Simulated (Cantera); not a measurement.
A freely propagating, adiabatic, planar premixed flame of CH₄ : O₂ : N₂ = 1 : 1.54 : 5.78 (molar parts), equivalence ratio 1.3, unburnt at 600 K and 113 Torr; mixture-averaged transport, grid criteria slope 0.08 and curve 0.16, no radiation.

Detailed kinetics in Cantera: GRI-Mech 3.0 (53 species, 325 reactions). Burning velocities carry a grid error of a few per cent, more on coarse grids.

Predict: laminar burning velocity; thermal thickness; peak x(OH); peak x(O); peak x(HCO).


- laminar burning velocity: 149 cm/s
- thermal thickness: 1.91 mm
- peak x(OH): 0.00727
- peak x(O): 0.00204
- peak x(HCO): 9.14e-5
